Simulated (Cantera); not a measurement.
A closed system holds: 1 mol Si, a varied amount of N2O, 38 mol N2, equilibrated at 1825 K and 13.0 Pa.

Cantera equilibrium calculation (NASA polynomials, part measured and part estimated; ideal gas, pure solids and liquids). Candidate condensed phases: Si, SiO2, Si2N2O, Si3N4; 16 gas species. The tables' values for SiN, SiO2 are old estimates; treat these amounts as uncertain. The tables hold silica as quartz up to 1696 K and as liquid above; real silica turns to tridymite and cristobalite and melts near 1996 K. Equilibrium is a limit: real reactors are often held back by kinetics, nucleation or transport.

x: gas mole fraction; n: condensed amount in mol.

```
n(N2O) (mol)   x N2    x SiO      x Si      x O2       x O      x NO  n SiO2(condensed)
------------  -----  -------  --------  --------  --------  --------  -----------------
0.15          0.975  0.00383    0.0212    <1e-12    <1e-12    <1e-12                  0
0.34          0.975  0.00864    0.0165    <1e-12    <1e-12    <1e-12                  0
0.53          0.975      ___       ___    <1e-12    <1e-12    <1e-12                  0
0.72          0.975      ___       ___    <1e-12  1.08e-12    <1e-12                  0
0.91          0.975   0.0228   0.00224    <1e-12  4.23e-12  3.44e-12                  0
1.1           0.977   0.0228  9.85e-11   5.08e-5   9.60e-5   7.82e-5             0.0861
1.3           0.982   0.0179  6.07e-11   8.24e-5  0.000122   9.99e-5              0.282
1.5           0.986   0.0131  3.26e-11  0.000153  0.000167  0.000137              0.473
1.7           0.990  0.00865  1.42e-11  0.000352  0.000253  0.000207              0.651
1.9           0.993  0.00520  5.14e-12  0.000973  0.000420  0.000345              0.788
2             0.993  0.00410  3.20e-12   0.00156  0.000533  0.000438              0.832
2.2           0.992  0.00286  1.56e-12   0.00321  0.000763  0.000627              0.881
```

Question: Some entries are withheld; supply them.

Answer: 
- 0.53, x SiO: 0.0134
- 0.53, x Si: 0.0117
- 0.72, x SiO: 0.0181
- 0.72, x Si: 0.00698
